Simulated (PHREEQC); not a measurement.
Dissolve 0.014 mol/kgw HF, 4.1e-06 mol/kgw (NH4)2SiF6, 1.1e-06 mol/kgw H3BO3 and 0.00021 mol/kgw HCl at 25 °C. Closed to the air; pH follows from the charge balance.

Equilibrium calculation in PHREEQC: ion-association model, wateq4f.dat.

* **pH**: 2.55
* **ionic strength**: 0.00299 mol/kgw
* **total alkalinity**: -14.2 meq/kg

```
species  molality  activity   log γ
-------  --------  --------  ------
HF         0.0106    0.0106   0.000
H+        0.00297   0.00281  -0.024
F-        0.00266   0.00250  -0.026
H2F2     0.000290  0.000290   0.000
Cl-      0.000210  0.000198  -0.026
HF2-     0.000107  0.000101  -0.026
NH4+      8.20e-6   7.72e-6  -0.026
SiF6-2    4.10e-6   3.24e-6  -0.102
BF4-      1.05e-6   9.90e-7  -0.027
```

This is a speciation only: nothing precipitates in the calculation. SiF6-2 is the database's only silicon fluoride. Real BF4- forms and hydrolyses slowly; the run takes it at equilibrium.
